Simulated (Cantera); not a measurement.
Feed: 1 mol CH4, a varied amount of O2, 9.9 mol H2, equilibrated at 1375 °C and 76.0 Pa.

Method: chemical equilibrium by Gibbs-energy minimisation in Cantera with the NASA 1993 tables (ideal gas, pure condensed phases). Candidate condensed phases: C, C6H6, C7H8, C8H18, H2O; 110 gas species. Rates play no part.

x: gas mole fraction; n: condensed amount in mol.

| n(O2) (mol) | x H2 | x H2O | x CO | x CO2 | x H | n C(graphite) |
|---|---|---|---|---|---|---|
| 0.13 | 0.975 | 1.03e-8 | 0.0213 | … | 0.00320 | 0.739 |
| 0.32 | 0.946 | 2.38e-8 | 0.0510 | … | 0.00315 | 0.359 |
| 0.51 | 0.918 | 0.00151 | 0.0774 | … | 0.00310 | 0 |
| 0.7 | 0.889 | 0.0301 | 0.0766 | … | 0.00305 | 0 |
| 0.89 | 0.861 | 0.0588 | 0.0758 | … | 0.00300 | 0 |
| 1.1 | 0.829 | 0.0903 | 0.0749 | … | 0.00295 | 0 |
| 1.3 | 0.799 | 0.120 | 0.0739 | … | 0.00289 | 0 |
| 1.5 | 0.769 | 0.150 | 0.0730 | … | 0.00284 | 0 |
| 1.7 | 0.739 | 0.180 | 0.0719 | … | 0.00278 | 0 |
| 1.8 | 0.725 | 0.195 | 0.0714 | … | 0.00275 | 0 |

**Question.** Complete the blanks.

**Answer.** 
- 0.13, x CO2: 7.03e-11
- 0.32, x CO2: 4.01e-10
- 0.51, x CO2: 3.97e-5
- 0.7, x CO2: 0.000810
- 0.89, x CO2: 0.00161
- 1.1, x CO2: 0.00254
- 1.3, x CO2: 0.00347
- 1.5, x CO2: 0.00445
- 1.7, x CO2: 0.00547
- 1.8, x CO2: 0.00600
